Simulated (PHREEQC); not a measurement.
Make-up at 18 °C: 21 mmol/kgw NH4HF2, 55 mmol/kgw H2SiF6, 0.052 mmol/kgw H3BO3 and 0.072 mmol/kgw HCl. Closed to the air; pH follows from the charge balance.

Computed with PHREEQC (ion-association model, phreeqc.dat).

No solid was allowed to form.

Estimate the pH.

pH 1.14.

In which forms is F present?

SiF6-2 89 %, HF 11 % of the F.

SiF6-2 is the database's only silicon fluoride. Real BF4- forms and hydrolyses slowly; the run takes it at equilibrium.
